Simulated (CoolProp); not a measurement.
Sulfur dioxide along the isobar 89.1 bar: fugacity coefficient from the reference equation and from simpler models built on Tc = 430.6 K, pc = 78.87 bar, ω = 0.256; each cubic takes its own stable root.

The numbers come from the reference Helmholtz-energy equation of state, Gao 2016 in CoolProp.

```json
[
 {"T (K)": "360.2", "phase": "liquid", "reference": "0.2214"},
 {"T (K)": "376.7", "phase": "liquid", "reference": "0.2957"},
 {"T (K)": "393.2", "phase": "liquid", "reference": "0.3804"},
 {"T (K)": "409.6", "phase": "liquid", "reference": "0.4726"},
 {"T (K)": "426.1", "phase": "liquid", "reference": "0.5690"},
 {"T (K)": "442.6", "phase": "supercritical", "reference": "0.6528"},
 {"T (K)": "459.1", "phase": "supercritical", "reference": "0.7013"},
 {"T (K)": "475.6", "phase": "supercritical", "reference": "0.7388"},
 {"T (K)": "492", "phase": "supercritical", "reference": "0.7698"},
 {"T (K)": "508.5", "phase": "supercritical", "reference": "0.7963"},
 {"T (K)": "525", "phase": "supercritical", "reference": "0.8194"}
]
```

Question: How far does each simpler model (van der Waals, Peng-Robinson) lie from the reference over these 11 states: mean and median of the absolute difference, and the worst?

Answer: 
- van der Waals: mean 17.5 %, median 3.6 %, worst +72.0 % at 360.2 K and 89.1 bar
- Peng-Robinson: mean 1.6 %, median 2.3 %, worst -2.7 % at 475.6 K and 89.1 bar
